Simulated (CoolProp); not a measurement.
The fluid at 569.12 K and 19.8 MPa flows at 2.3 m/s in a round tube of 1 mm bore and 0.25 µm roughness, fully developed (64/Re and Nu = 3.66 if laminar; Colebrook and Gnielinski if turbulent). The same conditions are run with several fluids, on thermodynamics alone (safety and materials aside).

Model: reference Helmholtz-energy equation of state of each fluid (methanol: de Reuck 1993; n-octane: Beckmüller 2019; sulfur hexafluoride: Guder 2009; methane: Setzmann 1991; n-heptane: Span 2003), in CoolProp.

**Question.** Rank methanol, n-octane, sulfur hexafluoride, methane, n-heptane by Reynolds number, highest first.

**Answer.** sulfur hexafluoride (31800), methanol (18500), n-heptane (12600), n-octane (12300), methane (6970)

```csv
fluid,Darcy friction factor,pressure drop (Pa/m),heat-transfer coefficient (W/(m² K)),mass flow (kg/h)
methanol,0.0269,25500,13100,2.33
n-octane,0.0297,40200,6270,3.33
sulfur hexafluoride,0.0239,38300,4430,3.95
methane,0.0344,5820,2080,0.416
n-heptane,0.0295,37700,6370,3.15
```

Transport values come from each fluid's own correlations.
